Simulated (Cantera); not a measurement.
# Pyrogenic steam for wet oxidation

A perfectly stirred reactor is fed with 13.4 % H₂, 7.87 % O₂, 78.7 % N₂, equivalence ratio 0.85, at 0.190 bar; it is held at 1400 K, and followed from long to short residence time.

Model: the H2/O2 subset of GRI-Mech 3.0, which has no nitrogen chemistry, integrated in Cantera. The temperature is held fixed by assumption; the heat of reaction is taken as removed at once.

| τ (s) | x H₂ | x O₂ | x HO₂ | x H₂O | x H | x O |
|---|---|---|---|---|---|---|
| 1.4 | 0.000667 | 0.0128 | 9.04e-7 | 0.142 | 0.000134 | 0.000116 |
| 0.50 | 0.00128 | 0.0130 | 1.22e-6 | 0.141 | 0.000363 | 0.000230 |
| 0.18 | 0.00237 | 0.0135 | 1.51e-6 | 0.140 | 0.000942 | 0.000446 |
| 0.063 | 0.00423 | 0.0145 | 1.79e-6 | 0.137 | 0.00237 | 0.000869 |
| 0.022 | 0.00706 | 0.0161 | 2.06e-6 | 0.131 | 0.00554 | 0.00166 |
| 0.0079 | 0.0107 | 0.0185 | 2.35e-6 | 0.123 | 0.0115 | 0.00300 |
| 0.0028 | 0.0150 | 0.0217 | 2.67e-6 | 0.112 | 0.0215 | 0.00516 |
x: mole fraction; the columns are a selection and need not sum to one.
